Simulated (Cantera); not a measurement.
A diamond (100) surface in a fixed gas of H2 with x(CH4) = 0.017, x(H) = 0.0038, x(CH3) = 0.00024, at 1025 K; coverages are run to steady state.

Model: the Harris–Goodwin 1993 mechanism for the reconstructed diamond (100) surface, integrated in Cantera.

θ: site fractions in the mechanism's names (c6HH fully hydrogenated, c6H* and c6*H radical sites, c6** diradical, c6HM methylated).

| P (Pa) | growth (µm/h) | θ c6HH | θ c6H* | θ c6*H | θ c6** | θ c6HM |
|---|---|---|---|---|---|---|
| 330 | [?] | 0.565 | 0.0202 | 0.386 | 0.0110 | 0.0127 |
| 550 | [?] | 0.562 | 0.0201 | 0.383 | 0.0110 | 0.0164 |
| 920 | [?] | 0.560 | 0.0200 | 0.381 | 0.0109 | 0.0200 |
| 1500 | [?] | 0.557 | 0.0199 | 0.380 | 0.0109 | 0.0228 |
| 2500 | [?] | 0.556 | 0.0198 | 0.378 | 0.0108 | 0.0251 |
| 4200 | [?] | 0.554 | 0.0198 | 0.378 | 0.0108 | 0.0267 |
| 7100 | [?] | 0.553 | 0.0198 | 0.377 | 0.0108 | 0.0278 |
| 12000 | [?] | 0.553 | 0.0198 | 0.377 | 0.0108 | 0.0284 |

Task: Some entries are withheld; supply them.

Result: 
- 330, growth (µm/h): 0.198
- 550, growth (µm/h): 0.421
- 920, growth (µm/h): 0.849
- 1500, growth (µm/h): 1.57
- 2500, growth (µm/h): 2.88
- 4200, growth (µm/h): 5.13
- 7100, growth (µm/h): 9.02
- 12000, growth (µm/h): 15.6
